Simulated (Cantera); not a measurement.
A perfectly stirred reactor is fed with 13.9 % CH4, 1.32 % CO, 17.8 % O2, 66.9 % N2, equivalence ratio 1.6, at 9.87 atm; it is adiabatic with a 700 K inlet, and is followed from long to short residence time, starting on the burning branch (τ in s: 0.03, 0.016, 0.0083, 0.0044, 0.0023, 0.0012, 0.00063, 0.00033, 0.00017, 9e-05, 4.7e-05, 2.5e-05).

Model: GRI-Mech 3.0 (53 species, 325 reactions), integrated in Cantera.

x: mole fraction; the columns are a selection and need not sum to one.

| τ (s) | T (K) | x CH4 | x CO | x O2 | x OH | x N2O |
|---|---|---|---|---|---|---|
| 0.030 | 2143 | 0.000776 | 0.101 | 7.10e-5 | 9.78e-5 | … |
| 0.016 | 2145 | 0.00123 | 0.100 | 0.000129 | 0.000103 | … |
| 0.0083 | 2148 | 0.00187 | 0.0988 | 0.000240 | 0.000110 | 1.15e-8 |
| 0.0044 | 2151 | 0.00265 | 0.0966 | 0.000431 | 0.000121 | 1.22e-8 |
| 0.0023 | 2152 | 0.00360 | 0.0938 | 0.000776 | 0.000136 | 1.25e-8 |
| 0.0012 | 2152 | 0.00471 | 0.0908 | 0.00139 | 0.000154 | 1.31e-8 |
| 0.00063 | 2147 | 0.00603 | 0.0879 | 0.00246 | 0.000174 | … |
| 0.00033 | 2132 | 0.00770 | 0.0854 | 0.00441 | 0.000194 | … |
| 0.00017 | 2098 | 0.0103 | 0.0834 | 0.00833 | 0.000205 | … |
| 9.0e-5 | 2000 | 0.0167 | 0.0815 | 0.0193 | 0.000165 | … |
| 4.7e-5 | 700 | 0.139 | 0.0132 | 0.178 | <1e-12 | <1e-12 |
| 2.5e-5 | 700 | 0.139 | 0.0132 | 0.178 | <1e-12 | <1e-12 |

Question: Some entries are withheld; supply them.

Answer: 
- 0.030, x N2O: 7.64e-9
- 0.016, x N2O: 9.80e-9
- 0.00063, x N2O: 1.48e-8
- 0.00033, x N2O: 1.89e-8
- 0.00017, x N2O: 2.90e-8
- 9.0e-5, x N2O: 6.21e-8
